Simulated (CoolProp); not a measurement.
Vapour-liquid equilibrium of R125 (1) + R143a (2) at 236.7 K; x and y are mole fractions of (1).

The numbers come from the multi-fluid Helmholtz-energy mixture model, Lemmon 2005 and Lemmon and Jacobsen 2000; pair parameters Lemmon 2004 in CoolProp.

```tsv
x	bubble pressure, mixture model (kPa)	bubble pressure, Raoult's law (kPa)	y, mixture model	y, Raoult's law
0.05	163.9	165.0	0.047	0.053
0.15	162.8	165.9	0.144	0.157
0.25	162.2	166.8	0.246	0.260
0.35	162.1	167.7	0.351	0.362
0.45	162.4	168.6	0.458	0.463
0.55	163.4	169.5	?	0.563
0.65	164.8	170.5	0.670	0.662
0.75	?	171.4	?	0.760
0.85	169.2	172.3	0.868	0.857
0.95	?	173.2	0.958	0.952
```

Complete the blanks.


- 0.55, y, mixture model: 0.565
- 0.75, bubble pressure, mixture model (kPa): 166.7
- 0.75, y, mixture model: 0.772
- 0.95, bubble pressure, mixture model (kPa): 172.0

The largest gap from Raoult's law is -3.7 % in bubble pressure, at x = 0.45. y crosses x between x = 0.25 and 0.35: the model has an azeotrope there.

Pair parameters are fitted to limited data, so mixtures are less certain than the pure fluids.
